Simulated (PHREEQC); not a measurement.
Dissolve 0.34 mmol/kgw Ca(HCO3)2, 37 mmol/kgw NaBF4 and 0.17 mmol/kgw NaCl at 25 °C. Closed to the air; pH follows from the charge balance.

Computed with PHREEQC (ion-association model, phreeqc.dat).

| Quantity | Result |
|---|---|
| pH | 2.90 |
| ionic strength | 0.0396 mol/kgw |
| total alkalinity | -110 meq/kg |

```json
[
 {"species": "Na+", "molality": "0.0371", "activity": "0.0311", "log γ": "-0.077"},
 {"species": "BF4-", "molality": "0.0328", "activity": "0.0274", "log γ": "-0.079"},
 {"species": "HF", "molality": "0.00513", "activity": "0.00518", "log γ": "0.004"},
 {"species": "F-", "molality": "0.00330", "activity": "0.00272", "log γ": "-0.083"},
 {"species": "BF3OH-", "molality": "0.00233", "activity": "0.00194", "log γ": "-0.079"},
 {"species": "H+", "molality": "0.00147", "activity": "0.00127", "log γ": "-0.064"},
 {"species": "H3BO3", "molality": "0.00126", "activity": "0.00127", "log γ": "0.004"},
 {"species": "CO2", "molality": "0.000680", "activity": "0.000686", "log γ": "0.004"},
 {"species": "BF2(OH)2-", "molality": "0.000614", "activity": "0.000512", "log γ": "-0.079"},
 {"species": "Ca+2", "molality": "0.000340", "activity": "0.000171", "log γ": "-0.299"},
 {"species": "Cl-", "molality": "0.000170", "activity": "0.000141", "log γ": "-0.081"},
 {"species": "HF2-", "molality": "6.49e-5", "activity": "5.42e-5", "log γ": "-0.079"},
 {"species": "NaF", "molality": "4.83e-5", "activity": "4.88e-5", "log γ": "0.004"},
 {"species": "BF(OH)3-", "molality": "1.66e-6", "activity": "1.38e-6", "log γ": "-0.079"},
 {"species": "HCO3-", "molality": "2.86e-7", "activity": "2.40e-7", "log γ": "-0.075"},
 {"species": "(CO2)2", "molality": "8.56e-9", "activity": "8.64e-9", "log γ": "0.004"}
]
```

This is a speciation only: nothing precipitates in the calculation. Saturation is exceeded, for instance for Fluorite; the values hold only as long as no solid forms. Complexes and solids missing from the database can't appear. Real BF4- forms and hydrolyses slowly; the run takes it at equilibrium.
